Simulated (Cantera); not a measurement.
A freely propagating, adiabatic, planar premixed flame of 29.4 % H2, 14.8 % O2, 55.8 % N2, equivalence ratio 0.99, unburnt at 450 K and 1880 Torr; mixture-averaged transport, grid criteria slope 0.08 and curve 0.16, no radiation.

Detailed kinetics in Cantera: the H2/O2 subset of GRI-Mech 3.0, which has no nitrogen chemistry. The hydrogen kinetics of GRI-Mech 3.0 are dated; newer H2 mechanisms differ, most at raised pressure. Burning velocities carry a grid error of a few per cent, more on coarse grids.

Q: Predict: laminar burning velocity; thermal thickness; peak x(H2O2); peak x(OH); peak x(HO2).

A: 
| Property | Result |
|---|---|
| laminar burning velocity | 432 cm/s |
| thermal thickness | 0.127 mm |
| peak x(H2O2) | 8.61e-5 |
| peak x(OH) | 0.0165 |
| peak x(HO2) | 0.000734 |
